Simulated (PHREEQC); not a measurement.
Dissolve 0.0074 mol/kgw NH3, 0.011 mol/kgw NaAlO2 and 0.00049 mol/kgw K2CO3 at 25 °C. Closed to the air; pH follows from the charge balance.

The numbers come from PHREEQC with the ion-association model, phreeqc.dat.

```
quantity                     before    after
--------------------------  -------  -------
pH                            10.61     8.13
ionic strength (mol/kgw)     0.0126   0.0190
Al(OH)3 (mol/kgw)           1.27e-7  3.74e-5
SI of Al(OH)3(a) (Al(OH)3)    -0.75    +1.72
```

Name the change that produced these shifts.
A) NH3 from 0.0074 to 0.074 mol/kgw
B) K2CO3 left out
C) NH3 from 0.0074 to 0.00814 mol/kgw
D) 0.0075 mol/kgw CO2 added
E) NH3 left out

D, 0.0075 mol/kgw CO2 added

Precipitation was switched off in this run. Some of these states are supersaturated (in Gibbsite (slow to form), Al(OH)3(a), for instance).
